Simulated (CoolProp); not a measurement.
R407C at several states: density (kg/m³) from the reference equation and from simpler models built on Tc = 86.2 °C, pc = 4632 kPa, ω = 0.363; each cubic takes its own stable root.

The numbers come from the reference Helmholtz-energy equation of state, Lemmon 2003 in CoolProp. It is a pseudo-pure fit of the blend.

| T (°C) | p (kPa) | phase | reference | ideal gas | van der Waals | Redlich-Kwong | Soave-Redlich-Kwong | Peng-Robinson |
|---|---|---|---|---|---|---|---|---|
| 170.65 | 15.3 | gas | 0.3576 | 0.3574 | 0.3576 | 0.3576 | 0.3576 | 0.3576 |
| 186.55 | 5760 | supercritical | 159.3 | 129.9 | 168.4 | 164.2 | 152.9 | 158.2 |
| 138.55 | 572 | gas | 14.82 | 14.40 | 14.80 | 14.83 | 14.78 | 14.84 |
